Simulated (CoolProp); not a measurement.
Carbonyl sulfide along the isobar 5210 kPa: density (kg/m³) from the reference equation and from simpler models built on Tc = 378.8 K, pc = 6369 kPa, ω = 0.098; each cubic takes its own stable root.

Values from CoolProp's reference Helmholtz-energy equation of state, Lemmon 2006. It is a short technical equation, of lower accuracy than the large ones.

| T (K) | phase | reference |
|---|---|---|
| 244.9 | liquid | 1135 |
| 260 | liquid | 1102 |
| 275.2 | liquid | 1066 |
| 290.3 | liquid | 1027 |
| 305.5 | liquid | 985.0 |
| 320.6 | liquid | 938.0 |
| 335.7 | liquid | 883.3 |
| 350.9 | liquid | 814.1 |
| 381.2 | gas | 156.3 |
| 396.3 | gas | 135.7 |
| 411.4 | gas | 122.4 |
| 426.6 | gas | 112.6 |

Task: How far does each simpler model (van der Waals, Peng-Robinson) lie from the reference over these 12 states: mean and median of the absolute difference, and the worst?

Result: 
- van der Waals: mean 24.0 %, median 34.7 %, worst -35.7 % at 350.9 K and 5210 kPa
- Peng-Robinson: mean 4.2 %, median 3.3 %, worst +7.3 % at 244.9 K and 5210 kPa
